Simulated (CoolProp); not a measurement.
Nitrous oxide along the isobar 10400 kPa: fugacity coefficient from the reference equation and from simpler models built on Tc = 309.5 K, pc = 7245 kPa, ω = 0.161; each cubic takes its own stable root.

The numbers come from the reference Helmholtz-energy equation of state, Lemmon 2006 in CoolProp. It is a short technical equation, of lower accuracy than the large ones.

| T (K) | phase | reference | van der Waals | Soave-Redlich-Kwong | Peng-Robinson |
|---|---|---|---|---|---|
| 215.2 | liquid | 0.05187 | 0.1583 | 0.05317 | 0.05155 |
| 237.1 | liquid | 0.1107 | 0.2342 | 0.1140 | 0.1096 |
| 259 | liquid | 0.1998 | 0.3216 | 0.2065 | 0.1978 |
| 280.9 | liquid | 0.3169 | 0.4163 | 0.3279 | 0.3135 |
| 302.8 | liquid | 0.4533 | 0.5131 | 0.4669 | 0.4467 |
| 324.7 | supercritical | 0.5891 | 0.6049 | 0.5999 | 0.5742 |
| 346.6 | supercritical | 0.6809 | 0.6795 | 0.6903 | 0.6616 |
| 368.6 | supercritical | 0.7425 | 0.7316 | 0.7529 | 0.7233 |
| 390.5 | supercritical | 0.7892 | 0.7712 | 0.8009 | 0.7712 |
| 412.4 | supercritical | 0.8263 | 0.8030 | 0.8393 | 0.8099 |
| 434.3 | supercritical | 0.8565 | 0.8293 | 0.8704 | 0.8417 |
| 456.2 | supercritical | 0.8812 | 0.8513 | 0.8960 | 0.8682 |
| 478.1 | supercritical | 0.9018 | 0.8701 | 0.9171 | 0.8903 |
| 500 | supercritical | 0.9190 | 0.8861 | 0.9348 | 0.9089 |
